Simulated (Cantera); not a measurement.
What does this Cantera script print?

```python
import numpy as np
import cantera as ct

gas_names = """
    Fe FeO Fe(OH)2 H HO2 H2 H2O H2O2 O OH O2 O3
""".split()
cond_names = """
    Fe(a) Fe(c) Fe(d) Fe(L) FeO(s) FeO(L) Fe(OH)2(s) Fe(OH)3(s) Fe2O3(s) Fe3O4(s) H2O(s) H2O(L)
""".split()


# ... load() reads the species with a 1 bar reference pressure and builds the phases ...
atoms = {
    'Fe3O4': {'Fe': 3, 'O': 4},
    'H2': {'H': 2},
    'H2O': {'H': 2, 'O': 1},
}
top_T = {'Fe2O3(s)': 1830, 'Fe3O4(s)': 1870}  # K; cautious upper limits of use, not melting points


# ... equilibrate(T, P, feed) seeds the gas with the atoms and calls Mixture.equilibrate('TP', solver="vcs", rtol=1e-11, max_steps=5000) ...
results = []
feed = {'Fe3O4': 1, 'H2': 350, 'H2O': 0.15}  # mol
T = 1125  # K
P = 11  # Pa
mix = equilibrate(T, P, feed)
results.append((T, P, feed, dict(zip(mix.species_names, mix.species_moles))))
x = sorted(zip(gas.X, gas.species_names), reverse=True)
print(f"T = {T:g} K  P = {P:g} Pa  gas = {mix.phase_moles(0):.4g} mol")
print("   x: " + "  ".join(f"{s} {v:.3e}" for v, s in x if v > 0.001))
print("   condensed (mol): " + ("  ".join(f"{mix.phase(i).name} {mix.phase_moles(i):.4g}"
      for i in range(1, mix.n_phases) if mix.phase_moles(i) > 1e-12) or "none"))
```

Output:

```
T = 1125 K  P = 11 Pa  gas = 350.2 mol
   x: H2 9.881e-01  H2O 1.185e-02
   condensed (mol): Fe(a) 3
```

Cantera equilibrium calculation (NASA polynomials, part measured and part estimated; ideal gas, pure solids and liquids).
